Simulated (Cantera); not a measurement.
# Hydrocarbon pyrolysis for carbon deposition

An isothermal, constant-pressure homogeneous reactor starts with 4.76 % C₂H₆, 95.2 % H₂, at 1850 K and 0.000790 bar.

Cantera simulation using GRI-Mech 3.0 (53 species, 325 reactions); the numbers are that mechanism's predictions, not measurements. GRI-Mech 3.0 stops at C3 and has no aromatics, soot or wall deposition, so with more carbon than oxygen in the feed, carbon stays in small species such as C2H2 where larger ones or solid carbon would form. Radical loss at walls, strong at low pressure, is not modelled.

```
t (s)       x C₂H₆   x H₂       x H    x C₂H₄    x C₂H₂
--------  --------  -----  --------  --------  --------
4.00e-5     0.0465  0.951   6.43e-5   3.72e-7  3.73e-11
0.000119    0.0443  0.949  0.000476   1.50e-5   4.46e-9
0.000357    0.0370  0.942   0.00273  0.000539   1.22e-6
0.00106     0.0151  0.920   0.00904   0.00498  0.000249
0.00318   0.000146  0.902    0.0167   0.00511   0.00490
0.00949    1.93e-5  0.910    0.0130   0.00187    0.0120
0.0284     1.19e-5  0.919   0.00916  0.000923    0.0181
0.0847     5.81e-6  0.928   0.00607  0.000451    0.0240
0.253      2.44e-6  0.936   0.00437  0.000196    0.0293
0.755      9.19e-7  0.942   0.00399   7.69e-5    0.0344
2.25       2.08e-7  0.947   0.00470   1.94e-5    0.0394
6.73       1.59e-8  0.949   0.00670   2.79e-6    0.0424
20.1      3.71e-10  0.946    0.0107   8.80e-7    0.0431
60.0      5.34e-12  0.941    0.0162   5.96e-7    0.0431
```
x: mole fraction; the columns are a selection and need not sum to one.

Equilibrium at this temperature and pressure: C₂H₆ <1e-12, H₂ 0.938, H 0.0187, C₂H₄ 5.29e-7, C₂H₂ 0.0431 (gas phase only).
